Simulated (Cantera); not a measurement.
## Equilibrium for fluorocarbon and chlorocarbon gases: c-C₄F₈ + CH₄

A closed system holds: 1 mol c-C₄F₈, 0.2 mol CH₄, held at 8.60e-5 bar.

Cantera equilibrium calculation (NASA polynomials, part measured and part estimated; ideal gas, pure solids and liquids). Candidate condensed phases: C, C₆H₆, C₇H₈, C₈H₁₈; 95 gas species. The feed counts by its element totals alone. Gases not in the tables: C₂F₆ and larger saturated fluorocarbons. Equilibrium is a limit: real reactors are often held back by kinetics, nucleation or transport.

```tsv
T (°C)	log p F	log p CF₂	log p CF₄	log p HF	log p CF	log p CF₃	n C(graphite)
1627	-4.56	-4.68	-4.70	-4.77	-7.12	-6.37	2.23
1677	-4.41	-4.64	-5.01	-4.86	-6.85	-6.44	2.29
1727	-4.31	-4.68	-5.45	-4.93	-6.64	-6.62	2.50
1777	-4.24	-4.77	-5.99	-4.97	-6.47	-6.89	2.82
1827	-4.20	-4.91	-6.59	-5.00	-6.33	-7.20	3.14
1877	-4.17	-5.06	-7.22	-5.02	-6.21	-7.54	3.41
1927	-4.16	-5.22	-7.84	-5.04	-6.10	-7.89	3.61
1977	-4.14	-5.39	-8.47	-5.05	-6.00	-8.24	3.75
```
log p: log10 of the partial pressure in bar; n: condensed amount in mol.

From 1627 °C to 1977 °C the condensed part is C(graphite). The main C-bearing gas is CF₂ throughout. The share of C in condensed phases is highest at 1977 °C (89.2 %) and lowest at 1627 °C (53.0 %).
